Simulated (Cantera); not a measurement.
A Cantera script and what it prints.

```python
import numpy as np
import cantera as ct

gas_names = """
    H HO2 H2 H2O H2O2 O OH O2 O3 Si SiH SiH2 SiH3 SiH4 SiO SiO2 Si2 Si3
""".split()
cond_names = """
    H2O(s) H2O(L) Si(cr) Si(L) SiO2(Lqz) SiO2(hqz) SiO2(L)
""".split()


# ... load() reads the species with a 1 bar reference pressure and builds the phases ...
atoms = {
    'Si': {'Si': 1},
    'O2': {'O': 2},
    'H2': {'H': 2},
}
top_T = {}  # K; cautious upper limits of use, not melting points


# ... equilibrate(T, P, feed) seeds the gas with the atoms and calls Mixture.equilibrate('TP', solver="vcs", rtol=1e-11, max_steps=5000) ...
results = []
feed = {'Si': 1, 'O2': 0.013, 'H2': 820}  # mol
T = 1075  # K
P = 10000  # Pa
mix = equilibrate(T, P, feed)
results.append((T, P, feed, dict(zip(mix.species_names, mix.species_moles))))
x = sorted(zip(gas.X, gas.species_names), reverse=True)
print(f"T = {T:g} K  P = {P:g} Pa  gas = {mix.phase_moles(0):.4g} mol")
print("   x: " + "  ".join(f"{s} {v:.3e}" for v, s in x if v > 1e-05))
print("   condensed (mol): " + ("  ".join(f"{mix.phase(i).name} {mix.phase_moles(i):.4g}"
      for i in range(1, mix.n_phases) if mix.phase_moles(i) > 1e-12) or "none"))
```

Result:

```
T = 1075 K  P = 10000 Pa  gas = 820 mol
   x: H2 1.000e+00
   condensed (mol): Si(cr) 0.9869  SiO2(hqz) 0.01296
```

Equilibrium computed with Cantera from the NASA thermochemical tables; the gas is ideal and each condensed phase is pure. Mutual solubility and eutectic melting of coexisting phases are not modelled.
